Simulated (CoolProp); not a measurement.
The fluid at 422.22 K and 0.244 MPa is throttled through a valve to 0.026 MPa with no heat exchange. The same conditions are run with several fluids, on thermodynamics alone (safety and materials aside).

Computed with CoolProp (reference Helmholtz-energy equation of state of each fluid (n-perfluorohexane: Gao 2022; R404A: Lemmon 2003; cyclopropane: Polt 1992; normal hydrogen: Leachman 2009; R152A: Outcalt 1996)). The equations of Platzer and Polt are older, rougher fits. Blends and air are pseudo-pure fits.

Problem. Rank n-perfluorohexane, R404A, cyclopropane, normal hydrogen, R152A by temperature change (K), highest first.

Solution. normal hydrogen (+0.1), R404A (-1.3), cyclopropane (-1.5), R152A (-2.0), n-perfluorohexane (-2.1)

```
fluid              final density (kg/m³)
-----------------  ---------------------
n-perfluorohexane                   2.53
R404A                              0.726
cyclopropane                       0.313
normal hydrogen                   0.0149
R152A                              0.492
```
